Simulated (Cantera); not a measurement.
An isothermal, constant-pressure homogeneous reactor starts with C₂H₆ : N₂ = 1 : 4.9 (molar parts), at 1850 K and 0.360 Torr.

Computed with Cantera and GRI-Mech 3.0 (53 species, 325 reactions). GRI-Mech 3.0 stops at C3 and has no aromatics, soot or wall deposition, so with more carbon than oxygen in the feed, carbon stays in small species such as C2H2 where larger ones or solid carbon would form. Radical loss at walls, strong at low pressure, is not modelled.

One state of this run: x C₂H₆ = 0.000191; x C₂H₂ = 0.0627; x HCN = 1.50e-5; x H = 0.00534; x CH₂ = 0.000192. x: mole fraction; the columns are a selection and need not sum to one.

Which value of t (s) does it belong to?
A) 7.00
B) 0.0290
C) 0.000749
D) 0.0116

D, 0.0116
